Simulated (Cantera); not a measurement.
A Cantera script and its output.

```python
import numpy as np
import cantera as ct

gas = ct.Solution("gri30.yaml")
gas.TP = 300, 100000
flame = ct.CounterflowDiffusionFlame(gas, width=0.02)
flame.fuel_inlet.X, flame.fuel_inlet.T = {'CH4': 1}, 548
flame.oxidizer_inlet.X, flame.oxidizer_inlet.T = {'O2': 0.21, 'N2': 0.79}, 750
flame.set_refine_criteria(ratio=3, slope=0.12, curve=0.24, prune=0.03)
show = ['OH', 'H', 'NO', 'CO', 'C2H2']

rows = []
print(f"{'mdot':>8s}{'a_max':>10s}{'a_mean':>10s}{'Tmax/K':>9s}" + "".join(f"{s:>11s}" for s in show) + "   (peak mole fractions)")
for i, mdot in enumerate([0.25, 0.37, 0.53, 0.78, 1.1, 1.7, 2.4, 3.6, 5.2]):  # kg/m2/s on the oxidiser side
    flame.oxidizer_inlet.mdot, flame.fuel_inlet.mdot = mdot, 0.7 * mdot
    flame.solve(loglevel=0, auto=(i == 0))
    if flame.T.max() < max(548, 750) + 100:
        print(f"{mdot:8.3g}  no burning solution found from the previous one")
        break
    dT = np.abs(np.gradient(flame.T, flame.grid))
    rows.append([flame.strain_rate("max"), flame.strain_rate("mean"), flame.T.max(),
                 *(flame.X[gas.species_index(s)].max() for s in show), max(dT[0], dT[-1]) / dT.max()])
    print(f"{mdot:8.3g}{rows[-1][0]:10.1f}{rows[-1][1]:10.1f}{rows[-1][2]:9.1f}" + "".join(f"{x:11.3e}" for x in rows[-1][3:-1]))
```

It prints:

```
    mdot     a_max    a_mean   Tmax/K         OH          H         NO         CO       C2H2   (peak mole fractions)
    0.25     219.9      51.9   2236.7  1.062e-02  5.452e-03  4.023e-04  6.680e-02  1.841e-02
    0.37     313.0      76.8   2219.4  1.060e-02  5.752e-03  3.671e-04  6.517e-02  1.733e-02
    0.53     433.9     110.0   2206.0  1.057e-02  6.042e-03  3.359e-04  6.409e-02  1.645e-02
    0.78     617.9     161.8   2190.8  1.048e-02  6.325e-03  2.985e-04  6.310e-02  1.546e-02
     1.1     847.5     228.2   2174.5  1.029e-02  6.525e-03  2.599e-04  6.225e-02  1.443e-02
     1.7    1265.8     352.7   2149.7  9.902e-03  6.694e-03  2.066e-04  6.150e-02  1.299e-02
     2.4    1743.0     497.9   2125.5  9.451e-03  6.708e-03  1.616e-04  6.109e-02  1.167e-02
     3.6    2543.8     746.9   2090.3  8.717e-03  6.533e-03  1.095e-04  6.101e-02  9.732e-03
     5.2    3584.5    1078.9   2044.8  7.691e-03  6.009e-03  6.432e-05  6.108e-02  7.435e-03
```

Computed with Cantera and GRI-Mech 3.0 (53 species, 325 reactions). GRI-Mech 3.0 has no aromatics or soot, which form on the fuel side of real flames. The maximum strain rate includes the flame's own expansion and is several times the mean.
